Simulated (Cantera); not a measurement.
Charge: 1 mol trisilylamine, 17 mol N2, 62 mol H2, at 1875 K and 34000 Pa.

Equilibrium computed with Cantera from the NASA thermochemical tables; the gas is ideal and each condensed phase is pure. Candidate condensed phases: Si, Si3N4; 18 gas species. The feed counts by its element totals alone. Gases not in the tables: Si2H6 and higher silanes. Rates play no part.

Base state: H2 0.810, N2 0.189, H 0.00101, SiH2 2.34e-5, Si 1.55e-5 (mole fractions); condensed: Si3N4(s).

**Question.** What changes in the equilibrium state with this change: trisilylamine replaced by Si2Cl6?

**Answer.** 
```tsv
species	before	after
H2	0.810	0.734
N2	0.189	0.198
HCl	0	0.0587
SiCl2	0	0.00739
SiCl3	0	0.000109
Cl	0	5.83e-5
Si3N4(s), mol	0.999	0.461
```
The tables' values for SiCl3, SiCl are old estimates; treat these amounts as uncertain. Further candidate phases: NH4Cl.
